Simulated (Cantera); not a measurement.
Halide evaporation, hydrolysis and transport: MgF2 + O2 + N2

A closed system holds: 1 mol MgF2, 0.097 mol O2, a varied amount of N2, held at 2000 K and 1.00 bar.

Equilibrium computed with Cantera from the NASA thermochemical tables; the gas is ideal and each condensed phase is pure. Candidate condensed phases: Mg, MgF2, MgO; 24 gas species. Mutual solubility and eutectic melting of coexisting phases are not modelled. The numbers say what is thermodynamically allowed, not how fast it happens.

```tsv
n(N2) (mol)	x N2	x O2	x MgF2	x NO	x O	x F	x Mg2F4	n MgF2(l)	n MgO(s)
0.23	0.680	0.284	0.0273	0.00828	0.000357	3.50e-5	2.72e-5	0.991	0
0.35	0.758	0.207	0.0273	0.00746	0.000305	3.24e-5	2.72e-5	0.987	0
0.53	0.819	0.147	0.0273	0.00653	0.000257	2.97e-5	2.72e-5	0.982	0
0.81	0.866	0.101	0.0273	0.00557	0.000213	2.71e-5	2.72e-5	0.974	0
1.2	0.897	0.0703	0.0273	0.00473	0.000177	2.47e-5	2.72e-5	0.964	0
1.9	0.923	0.0452	0.0273	0.00385	0.000142	2.21e-5	2.72e-5	0.944	0
2.9	0.940	0.0298	0.0273	0.00315	0.000116	1.99e-5	2.72e-5	0.916	0
4.4	0.950	0.0196	0.0273	0.00257	9.38e-5	1.80e-5	2.72e-5	0.874	2.06e-5
6.7	0.958	0.0128	0.0273	0.00208	7.57e-5	1.61e-5	2.72e-5	0.809	2.12e-5
10	0.962	0.00846	0.0273	0.00170	6.16e-5	1.46e-5	2.72e-5	0.716	0
16	0.966	0.00517	0.0273	0.00133	4.81e-5	1.29e-5	2.72e-5	0.547	0
24	0.968	0.00336	0.0273	0.00107	3.88e-5	1.28e-5	2.72e-5	0.323	0
37	0.971	0.00211	0.0262	0.000851	3.07e-5	1.25e-5	2.51e-5	0	0
```
x: gas mole fraction; n: condensed amount in mol.

From 0.23 mol N2 to 2.9 mol N2 the condensed part is MgF2(l). From 4.4 mol N2 to 6.7 mol N2 the condensed part is MgF2(l) + MgO(s). From 10 mol N2 to 24 mol N2 the condensed part is MgF2(l). At 37 mol N2 nothing is condensed. The main Mg-bearing gas is MgF2 throughout. The share of Mg in condensed phases is highest at 0.23 mol N2 (99.1 %) and lowest at 37 mol N2 (0.0 %).
